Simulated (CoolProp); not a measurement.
n-decane along the isobar 0.968 MPa: density (kg/m³) from the reference equation and from simpler models built on Tc = 617.7 K, pc = 2.101 MPa, ω = 0.488; each cubic takes its own stable root.

Values from CoolProp's reference Helmholtz-energy equation of state, Lemmon 2006. It is a short technical equation, of lower accuracy than the large ones.

| T (K) | phase | reference |
|---|---|---|
| 403.7 | liquid | 643.7 |
| 434.6 | liquid | 617.3 |
| 465.5 | liquid | 589.0 |
| 496.4 | liquid | 557.8 |
| 527.3 | liquid | 521.8 |
| 558.2 | liquid | 475.9 |
| 589.1 | gas | 37.12 |
| 620 | gas | 32.80 |

Problem. How far does each simpler model (van der Waals, Redlich-Kwong, Soave-Redlich-Kwong, Peng-Robinson) lie from the reference over these 8 states: mean and median of the absolute difference, and the worst?

Solution. 
- van der Waals: mean 47.3 %, median 45.8 %, worst -92.1 % at 558.2 K and 0.968 MPa
- Redlich-Kwong: mean 26.4 %, median 21.9 %, worst -91.6 % at 558.2 K and 0.968 MPa
- Soave-Redlich-Kwong: mean 13.3 %, median 15.8 %, worst -20.6 % at 558.2 K and 0.968 MPa
- Peng-Robinson: mean 4.8 %, median 4.9 %, worst -10.0 % at 558.2 K and 0.968 MPa

At some of these states van der Waals, Redlich-Kwong gives the other phase, because its saturation line lies elsewhere.
